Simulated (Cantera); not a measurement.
# Silicon epitaxy and polysilicon growth: SiHCl3 + Cl2 + H2

Input: 1 mol SiHCl3, 0.065 mol Cl2, 6.3 mol H2, held at 0.0100 bar.

These are equilibrium values from Cantera (NASA tables, ideal gas, pure condensed phases), not measurements of a reactor. Candidate condensed phases: Si; 19 gas species. The tables' values for SiCl3, SiCl are old estimates; treat these amounts as uncertain. Gases not in the tables: Si2H6 and higher silanes. The numbers say what is thermodynamically allowed, not how fast it happens.

From 1077 °C to 1377 °C the condensed part is Si(s). From 1427 °C to 1477 °C the condensed part is Si(l). The main Si-bearing gas is SiCl2 throughout. The share of Si in condensed phases is highest at 1077 °C (15.5 %) and lowest at 1427 °C (6.9 %).

| T (°C) | x H2 | x HCl | x SiCl2 | x SiCl3 | x SiCl4 | n Si(s) | n Si(l) |
|---|---|---|---|---|---|---|---|
| 1077 | 0.749 | 0.149 | 0.0833 | 0.0105 | 0.00659 | 0.155 | 0 |
| 1127 | 0.743 | 0.153 | 0.0924 | 0.00814 | 0.00304 | 0.131 | 0 |
| 1177 | 0.740 | 0.154 | 0.0984 | 0.00611 | 0.00139 | 0.114 | 0 |
| 1227 | 0.739 | 0.153 | 0.102 | 0.00455 | 0.000643 | 0.100 | 0 |
| 1277 | 0.738 | 0.153 | 0.105 | 0.00341 | 0.000308 | 0.0895 | 0 |
| 1327 | 0.738 | 0.151 | 0.107 | 0.00258 | 0.000153 | 0.0802 | 0 |
| 1377 | 0.738 | 0.150 | 0.109 | 0.00198 | 7.89e-5 | 0.0719 | 0 |
| 1427 | 0.737 | 0.150 | 0.109 | 0.00154 | 4.26e-5 | 0 | 0.0688 |
| 1477 | 0.734 | 0.154 | 0.108 | 0.00123 | 2.48e-5 | 0 | 0.0843 |
x: gas mole fraction; n: condensed amount in mol.
